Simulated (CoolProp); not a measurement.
Vapour pressure (MPa) of propyne: the reference equation beside estimates from Tc = 402.7 K, pc = 5.658 MPa, ω = 0.204. Clausius-Clapeyron is anchored at 322.8 K with a constant enthalpy of vaporisation of 17.10 kJ/mol.

Values from CoolProp's reference Helmholtz-energy equation of state, Polt 1992. This equation is an older, rougher fit; its heat capacities, sound speeds and derivatives of the liquid may be far off and weren't checked against measurements.

```
T (K)  reference  Clausius-Clapeyron  Redlich-Kwong  Soave-Redlich-Kwong
-----  ---------  ------------------  -------------  -------------------
303.2     0.6723              0.7454         0.8890               0.6824
313       0.8766              0.9218            [?]               0.8939
322.8      1.125               1.125          1.411                1.151
332.6        [?]               1.358          1.738                1.458
342.4      1.781               1.621          2.113                1.822
352.2      2.200               1.916          2.540                2.248
362        2.689               2.244          3.021                2.742
371.9      3.262               2.610            [?]                  [?]
```

### Question
Some entries are withheld; supply them.

### Answer

- 313, Redlich-Kwong: 1.129
- 332.6, reference: 1.425
- 371.9, Redlich-Kwong: 3.564
- 371.9, Soave-Redlich-Kwong: 3.317

Absolute difference from the reference over all 8 rows, mean and median: Clausius-Clapeyron 9.9 and 9.9 %, Redlich-Kwong 20.5 and 20.3 %, Soave-Redlich-Kwong 2.0 and 2.1 %.
